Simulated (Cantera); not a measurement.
Input: 1 mol Ti, 2.9 mol C3H8, 160 mol H2, 5.3 mol CH4, at 1750 K and 13.3 mbar.

These are equilibrium values from Cantera (NASA tables, ideal gas, pure condensed phases), not measurements of a reactor. Candidate condensed phases: C, C6H6, C7H8, C8H18, Ti, TiC; 77 gas species. TiC: taken at fixed stoichiometry. Rates play no part.

Base state: H2 0.998, H 0.00201, C2H2 (acetylene) 0.000115, CH4 1.21e-5 (mole fractions); condensed: C(graphite) + TiC(s).

Q: What changes in the equilibrium state with this change: temperature from 1750 K to 1823.15 K?

A: 
| species | before | after |
|---|---|---|
| H2 | 0.998 | 0.996 |
| H | 0.00201 | 0.00375 |
| C2H2 (acetylene) | 0.000115 | 0.000211 |
| CH4 | 1.21e-5 | 9.43e-6 |
| C(graphite), mol | 13.0 | 12.9 |
| TiC(s), mol | 1.00 | 1.00 |
